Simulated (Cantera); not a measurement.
**Silicon oxide and oxynitride deposition: TEOS + H₂O + N₂ + CO₂**

A closed system holds: 1 mol TEOS, a varied amount of H₂O, 41 mol N₂, 2.1 mol CO₂, equilibrated at 777 °C and 2.30 mbar.

Method: chemical equilibrium by Gibbs-energy minimisation in Cantera with the NASA 1993 tables (ideal gas, pure condensed phases). Candidate condensed phases: C, C₆H₆, C₇H₈, C₈H₁₈, H₂O, Si, SiC, SiO₂, Si₂N₂O, Si₃N₄; 151 gas species. The feed counts by its element totals alone. Rates play no part.

```
n(H₂O) (mol)  log p N₂  log p H₂  log p CO  log p H₂O  log p CO₂  log p CH₄  log p HCN  log p H  n C(graphite)  n SiO₂(β-quartz)
------------  --------  --------  --------  ---------  ---------  ---------  ---------  -------  -------------  ----------------
0.9              -2.80     -3.37     -3.56      -7.67      -7.79      -7.99      -8.04    -9.78           3.00              1.00
1.2              -2.80     -3.36     -3.54      -7.65      -7.76      -7.97      -8.04    -9.77           2.70              1.00
1.5              -2.81     -3.36     -3.53      -7.63      -7.73      -7.96      -8.03    -9.77           2.40              1.00
1.9              -2.81     -3.35     -3.52      -7.60      -7.70      -7.94      -8.03    -9.76           2.00              1.00
2.4              -2.82     -3.34     -3.50      -7.57      -7.66      -7.92      -8.03    -9.76           1.50              1.00
3.1              -2.83     -3.32     -3.47      -7.54      -7.61      -7.89      -8.03    -9.75          0.801              1.00
4                -2.84     -3.31     -3.45      -5.72      -5.79      -9.64      -9.81    -9.74              0              1.00
5.1              -2.85     -3.30     -3.48      -4.63      -4.74     -10.73     -10.92    -9.74              0              1.00
6.6              -2.86     -3.29     -3.52      -4.27      -4.42     -11.11     -11.31    -9.74              0              1.00
8.4              -2.87     -3.29     -3.56      -4.04      -4.24     -11.36     -11.58    -9.73              0              1.00
11               -2.88     -3.28     -3.62      -3.83      -4.10     -11.61     -11.84    -9.73              0              1.00
```
log p: log10 of the partial pressure in bar; n: condensed amount in mol.

From 0.9 mol H₂O to 3.1 mol H₂O the condensed part is C(graphite) + SiO₂(β-quartz). From 4 mol H₂O to 11 mol H₂O the condensed part is SiO₂(β-quartz).
